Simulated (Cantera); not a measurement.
Input: 1 mol Si, 1 mol Cl₂, 4.9 mol H₂, held at 75.0 Torr.

Cantera equilibrium calculation (NASA polynomials, part measured and part estimated; ideal gas, pure solids and liquids). Candidate condensed phases: Si; 19 gas species. Kinetics and transport are ignored.

What share of the Si ends up in condensed phases as a function of T (°C), at 752, 852, 952, 1052, 1152, 1252, 1352?


```json
[
 {"T (°C)": "752", "Si condensed (%)": "49.2", "as": "Si(s)"},
 {"T (°C)": "852", "Si condensed (%)": "51.2", "as": "Si(s)"},
 {"T (°C)": "952", "Si condensed (%)": "52.2", "as": "Si(s)"},
 {"T (°C)": "1052", "Si condensed (%)": "50.7", "as": "Si(s)"},
 {"T (°C)": "1152", "Si condensed (%)": "47.5", "as": "Si(s)"},
 {"T (°C)": "1252", "Si condensed (%)": "44.9", "as": "Si(s)"},
 {"T (°C)": "1352", "Si condensed (%)": "43.3", "as": "Si(s)"}
]
```
